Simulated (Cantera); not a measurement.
A closed system holds: 1 mol MgO, 1.4 mol HCl, 0.1 mol H2, at 975 °C and 2.80 bar.

Cantera equilibrium calculation (NASA polynomials, part measured and part estimated; ideal gas, pure solids and liquids). Candidate condensed phases: H2O, Mg, MgCl2, MgO, Mg(OH)2; 22 gas species. Mutual solubility and eutectic melting of coexisting phases are not modelled. The numbers say what is thermodynamically allowed, not how fast it happens.

Base state: HCl 0.855, H2 0.0708, H2O 0.0680, MgCl2 0.00621 (mole fractions); condensed: MgCl2(l) + MgO(s).

**Question.** What changes in the equilibrium state with this change: H2 from 0.1 to 3.9 mol?

**Answer.** 
```
species         before    after
-------------  -------  -------
H2              0.0708    0.736
HCl              0.855    0.252
H2O             0.0680  0.00606
MgCl2          0.00621  0.00606
MgCl2(l), mol   0.0873        0
MgO(s), mol      0.904    0.968
```
